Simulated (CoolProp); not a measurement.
Values from CoolProp's reference Helmholtz-energy equation of state, Lemmon 2013.

Q: Give the vapour pressure (bar), vapour density (kg/m³), enthalpy of vaporisation (kJ/kg) of saturated propylene at 9.85, 23.55, 37.15 °C.

A: 
```tsv
T (°C)	p (bar)	vapour density (kg/m³)	enthalpy of vaporisation (kJ/kg)
9.85	7.75	16.3	362
23.55	11.1	23.5	338
37.15	15.4	33.2	310
```
